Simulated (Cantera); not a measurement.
# Thermodynamics of carbon deposition, reforming and gasification, feed C₂H₂ + O₂ + H₂

Feed: 1 mol C₂H₂, 0.65 mol O₂, 3.2 mol H₂, at 7.50 Torr.

Equilibrium computed with Cantera from the NASA thermochemical tables; the gas is ideal and each condensed phase is pure. Candidate condensed phases: C, C₆H₆, C₇H₈, C₈H₁₈, H₂O; 110 gas species. Kinetics and transport are ignored.

From 525 K to 2725 K the condensed part is C(graphite). The main C-bearing gas is CH₄ at 525 K and CO at 2725 K. The share of C in condensed phases is highest at 725 K (64.1 %) and lowest at 2725 K (25.5 %).

```
T (K)   x H₂     x CH₄       x H     x H₂O      x CO     x CO₂  x C₂H₂ (acetylene)  n C(graphite)
-----  -----  --------  --------  --------  --------  --------  ------------------  -------------
525    0.202     0.403    <1e-12     0.365  0.000189    0.0298              <1e-12          0.675
725    0.752    0.0290    <1e-12    0.0936    0.0648    0.0607              <1e-12           1.28
925    0.763   0.00132   2.27e-9   0.00263     0.232   0.00162            9.68e-11          0.716
1125   0.763  0.000168   3.88e-7  0.000116     0.236   3.26e-5             1.75e-8          0.700
1325   0.764   3.91e-5   1.43e-5   1.30e-5     0.236   2.16e-6             6.50e-7          0.700
1525   0.763   1.33e-5  0.000207   2.60e-6     0.236   2.98e-7             9.23e-6          0.700
1725   0.762   5.80e-6   0.00162   7.57e-7     0.236   6.67e-8             7.02e-5          0.699
1925   0.756   2.99e-6   0.00831   2.85e-7     0.235   2.06e-8            0.000346          0.696
2125   0.735   1.68e-6    0.0311   1.26e-7     0.233   7.91e-9             0.00123          0.686
2325   0.680   9.44e-7    0.0907   5.96e-8     0.226   3.48e-9             0.00333          0.661
2525   0.570   4.68e-7     0.212   2.75e-8     0.211   1.63e-9             0.00684          0.611
2725   0.402   1.74e-7     0.396   1.11e-8     0.189  7.70e-10              0.0104          0.509
```
x: gas mole fraction; n: condensed amount in mol.
